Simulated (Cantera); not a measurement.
A freely propagating, adiabatic, planar premixed flame of 5.94 % C3H8, 19.8 % O2, 74.3 % N2, unburnt at 575 K and 7.90 atm; mixture-averaged transport, grid criteria slope 0.08 and curve 0.16, no radiation.

Cantera simulation using GRI-Mech 3.0 (53 species, 325 reactions); the numbers are that mechanism's predictions, not measurements. GRI-Mech 3.0 was tuned for natural gas; its chemistry of propane as a main component is partial and can be far from experiment. Burning velocities carry a grid error of a few per cent, more on coarse grids.

Question: Predict: laminar burning velocity; thermal thickness; peak x(C2H); peak x(CH2O).

Answer: 
- laminar burning velocity: 38.5 cm/s
- thermal thickness: 0.0896 mm
- peak x(C2H): 3.29e-6
- peak x(CH2O): 0.00205
